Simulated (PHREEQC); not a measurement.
Dissolve 87 mmol/kgw TMAH and 0.0072 mmol/kgw CO2 at 35 °C. Closed to the air; pH follows from the charge balance.

Computed with PHREEQC (ion-association model, phreeqc.dat).

Each row changes one thing in this solution. Precipitation was switched off in this run.

```csv
case,pH,ionic strength (mol/kgw),HCO3- (mol/kgw)
as made,12.51,0.0870,2.00e-8
TMAH left out,5.78,1.66e-6,1.64e-6
CO2 from 7.2e-06 to 7.2e-07 mol/kgw,12.51,0.0870,2.00e-9
CO2 from 7.2e-06 to 7.2e-05 mol/kgw,12.51,0.0871,2.00e-7
TMAH from 0.087 to 0.0435 mol/kgw,12.23,0.0435,4.35e-8
```

Complexes and solids missing from the database can't appear. (CH3)4N+ isn't in the database: it is added as a free cation with an ion size of 4 Å.
